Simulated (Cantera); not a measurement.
A Cantera script and what it prints.

```python
import numpy as np
import cantera as ct

gas_names = """
    C CO CO2 C2 C2O C3 C3O2 C4 C5 Mg MgO Mg2 O O2 O3
""".split()
cond_names = """
    C(gr) Mg(cr) Mg(L) MgCO3(s) MgO(s) MgO(L)
""".split()


# ... load() reads the species with a 1 bar reference pressure and builds the phases ...
atoms = {
    'MgO': {'Mg': 1, 'O': 1},
    'C': {'C': 1},
    'CO': {'C': 1, 'O': 1},
}
top_T = {'C(gr)': 4500}  # K; cautious upper limits of use, not melting points


# ... equilibrate(T, P, feed) seeds the gas with the atoms and calls Mixture.equilibrate('TP', solver="vcs", rtol=1e-11, max_steps=5000) ...
results = []
feed = {'MgO': 1, 'C': 1.1, 'CO': 0.059}  # mol
T = 1223  # K
P = 690000  # Pa
mix = equilibrate(T, P, feed)
results.append((T, P, feed, dict(zip(mix.species_names, mix.species_moles))))
print(gas.report(threshold=0.001))
for i in range(1, mix.n_phases):
    print(f"{mix.phase(i).name:16s} {mix.phase_moles(i):12.5e} mol")
```

Result:

```
       temperature   1223 K
          pressure   6.9e+05 Pa
           density   1.9878 kg/m^3
  mean mol. weight   29.295 kg/kmol
   phase of matter   gas

                          1 kg             1 kmol
                     ---------------   ---------------
          enthalpy       -3.5065e+06       -1.0272e+08  J
   internal energy       -3.8536e+06       -1.1289e+08  J
           entropy              7876        2.3072e+05  J/K
    Gibbs function       -1.3139e+07        -3.849e+08  J
 heat capacity c_p            1226.9             35941  J/K
 heat capacity c_v            943.04             27626  J/K

                      mass frac. Y      mole frac. X     chem. pot. / RT
                     ---------------   ---------------   ---------------
                CO           0.87938           0.91971           -35.174
               CO2           0.12062          0.080292           -68.518
     [  +13 minor]        2.5848e-11        1.1237e-11

C(gr)             1.10439e+00 mol
Mg(L)             0.00000e+00 mol
MgO(s)            1.00000e+00 mol
```

These are equilibrium values from Cantera (NASA tables, ideal gas, pure condensed phases), not measurements of a reactor.
